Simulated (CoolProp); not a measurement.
R22 at 384.57 K and 0.202 MPa flows at 0.2 m/s in a round tube of 6 mm bore and 45 µm roughness, fully developed (64/Re and Nu = 3.66 if laminar; Colebrook and Gnielinski if turbulent). Each further row changes one setting.

Values from CoolProp's reference Helmholtz-energy equation of state, Kamei 1995.

| case | Reynolds number | Darcy friction factor | pressure drop (Pa/m) | heat-transfer coefficient (W/(m² K)) | mass flow (kg/h) |
|---|---|---|---|---|---|
| as stated | ___ | 0.171 | ___ | 10.8 | 0.113 |
| velocity 0.4 m/s | 749 | 0.0855 | 6.30 | 10.8 | 0.225 |
| diameter 12 mm | 749 | 0.0855 | 0.788 | ___ | 0.450 |

**Question.** Fill in the missing entries.

**Answer.** 
- as stated, Reynolds number: 374
- as stated, pressure drop (Pa/m): 3.15
- diameter 12 mm, heat-transfer coefficient (W/(m² K)): 5.41

Viscosity comes from a separate model (Bell 2016), an estimate that may be off by 10 % or more. Thermal conductivity comes from a separate model (McLinden 2000), an estimate that may be off by 10 % or more.
